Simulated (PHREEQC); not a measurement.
A column of 1 m (30 cells, dispersivity 0.08 m, 720 s a shift, diffusion coefficient 3e-10 m²/s) holds 0.0041 eq of the database's cation exchanger X per kg of pore water, first in equilibrium with 1.7 mmol/kgw MnCl2 and 0.01 mmol/kgw HCl. It is flushed with 0.0026 mol/kgw LiCl and 1e-05 mol/kgw HCl, at 40 °C. Values are for the last cell. CO2 from the air is kept out. Nothing may precipitate in this run.

Computed with PHREEQC (ion-association model, phreeqc.dat).

```tsv
pore volumes	Li in solution (mol/kgw)	Mn in solution (mol/kgw)	Cl in solution (mol/kgw)
0	0	0.00170	0.00341
0.4167	2.86e-5	0.00168	0.00340
0.8167	0.000779	___	0.00311
1.217	0.00166	0.000567	0.00280
1.617	___	0.000288	___
2.017	0.00227	0.000176	0.00263
2.417	0.00236	___	0.00261
2.817	0.00241	9.63e-5	0.00261
3.217	0.00244	7.91e-5	0.00261
3.617	0.00247	6.75e-5	0.00261
4.017	0.00248	___	0.00261
4.417	0.00249	5.28e-5	0.00261
4.817	0.00250	___	0.00261
5.217	0.00251	4.38e-5	0.00261
5.617	0.00252	4.05e-5	0.00261
6.017	0.00252	3.77e-5	0.00261
```

Question: Fill in the missing entries.

Answer: 
- 0.8167, Mn in solution (mol/kgw): 0.00116
- 1.617, Li in solution (mol/kgw): 0.00208
- 1.617, Cl in solution (mol/kgw): 0.00267
- 2.417, Mn in solution (mol/kgw): 0.000124
- 4.017, Mn in solution (mol/kgw): 5.91e-5
- 4.817, Mn in solution (mol/kgw): 4.78e-5

Constants without temperature data keep their 25 °C values here.
